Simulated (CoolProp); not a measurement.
Sulfur hexafluoride at 287.55 K and 0.273 MPa is compressed adiabatically to 1.78 MPa with isentropic efficiency 0.85. Each further row changes one setting.

Values from CoolProp's reference Helmholtz-energy equation of state, Guder 2009.

```json
[
 {"case": "as stated", "work (kJ/kg)": "___", "final temperature (K)": "349.9", "final density (kg/m³)": "___"},
 {"case": "efficiency 1", "work (kJ/kg)": "___", "final temperature (K)": "___", "final density (kg/m³)": "105"},
 {"case": "efficiency 0.65", "work (kJ/kg)": "47.7", "final temperature (K)": "___", "final density (kg/m³)": "___"}
]
```

Question: Complete the blanks.

Answer: 
- as stated, work (kJ/kg): 36.5
- as stated, final density (kg/m³): 102
- efficiency 1, work (kJ/kg): 31.0
- efficiency 1, final temperature (K): 343.1
- efficiency 0.65, final temperature (K): 363.8
- efficiency 0.65, final density (kg/m³): 96.3
